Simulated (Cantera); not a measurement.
Feed: 1 mol SiCl₄, 0.029 mol Cl₂, 32 mol H₂, at 1100 K and 13300 Pa.

Method: chemical equilibrium by Gibbs-energy minimisation in Cantera with the NASA 1993 tables (ideal gas, pure condensed phases). Candidate condensed phases: Si; 19 gas species. The tables' values for SiCl₃ are old estimates; treat these amounts as uncertain. Kinetics and transport are ignored.

Base state: H₂ 0.946, HCl 0.0265, SiCl₄ 0.0157, SiHCl₃ 0.00829, SiCl₂ 0.00151, SiCl₃ 0.00131, SiH₂Cl₂ 0.000524 (mole fractions); condensed: Si(s).

Task: What changes in the equilibrium state with this change: temperature from 1100 K to 1473 K?

Result: 
```json
[
 {"species": "H₂", "before": "0.946", "after": "0.905"},
 {"species": "HCl", "before": "0.0265", "after": "0.0736"},
 {"species": "SiCl₂", "before": "0.00151", "after": "0.0188"},
 {"species": "SiCl₄", "before": "0.0157", "after": "0.000453"},
 {"species": "H", "before": "6.89e-8", "after": "3.30e-5"},
 {"species": "SiHCl₃", "before": "0.00829", "after": "0.000524"},
 {"species": "SiH₂Cl₂", "before": "0.000524", "after": "9.49e-5"},
 {"species": "SiCl₃", "before": "0.00131", "after": "0.00158"},
 {"species": "Si(s), mol", "before": "0.0915", "after": "0.271"}
]
```
